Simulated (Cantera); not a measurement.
A freely propagating, adiabatic, planar premixed flame of CH₄ : C₂H₆ : O₂ : N₂ = 1 : 0.043 : 2.39 : 5.97 (molar parts), unburnt at 450 K and 0.247 atm; mixture-averaged transport, grid criteria slope 0.08 and curve 0.16, no radiation.

Computed with Cantera and GRI-Mech 3.0 (53 species, 325 reactions). Burning velocities carry a grid error of a few per cent, more on coarse grids.

**Question.** What does this change do: 0.83 parts CO2 added?

**Answer.** 
| quantity | before | after |
|---|---|---|
| laminar burning velocity | 161 cm/s | 110 cm/s |
| thermal thickness | 0.858 mm | 1.09 mm |
| peak x(C₂H₂) | 0.000159 | 0.000108 |

**Question.** What does this change do: inlet temperature 450 to 325 K?

**Answer.** 
```tsv
quantity	before	after
laminar burning velocity	161 cm/s	101 cm/s
thermal thickness	0.858 mm	0.913 mm
peak x(C₂H₂)	0.000159	0.000130
```
